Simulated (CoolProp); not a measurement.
A simple Rankine cycle with R1233zd(E): condensing at 322.15 K, boiler at 1.67 MPa, turbine inlet 436 K, turbine efficiency 0.85, pump efficiency 0.7, no recuperator. Each further row changes one setting.

Values from CoolProp's reference Helmholtz-energy equation of state, Akasaka 2022.

| case | thermal efficiency (%) | net work (kJ/kg) | heat in (kJ/kg) | turbine exit temperature (K) | volume ratio over the turbine |
|---|---|---|---|---|---|
| as stated | 12.4 | 32.9 | 265 | … | 6.07 |
| condensing temperature 314.15 K | … | … | … | 376.4 | 7.71 |
| boiler pressure 1.17 MPa | 10.3 | … | 272 | 395.5 | … |
| turbine efficiency 0.75 | 10.9 | 28.8 | 265 | … | … |

Question: Fill in the missing entries.

Answer: 
- as stated, turbine exit temperature (K): 382.5
- condensing temperature 314.15 K, thermal efficiency (%): 13.7
- condensing temperature 314.15 K, net work (kJ/kg): 37.6
- condensing temperature 314.15 K, heat in (kJ/kg): 275
- boiler pressure 1.17 MPa, net work (kJ/kg): 27.9
- boiler pressure 1.17 MPa, volume ratio over the turbine: 4.10
- turbine efficiency 0.75, turbine exit temperature (K): 386.9
- turbine efficiency 0.75, volume ratio over the turbine: 6.15
